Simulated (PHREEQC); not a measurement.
A solution holds 3.7 mmol/kgw NiCl2, 79 mmol/kgw KCl and 5.4 mmol/kgw FeSO4, at 20 °C. Closed to the air; pH follows from the charge balance.

All values are PHREEQC results (ion-association model, wateq4f.dat), not measurements.

The ionic strength comes out as 0.106 mol/kgw. What activity coefficients do K+, KSO4-, Cl-, NiCl+, Fe+2 get?

K+ 0.76, KSO4- 0.79, Cl- 0.76, NiCl+ 0.78, Fe+2 0.40.

No solid was allowed to form. Complexes and solids missing from the database can't appear.
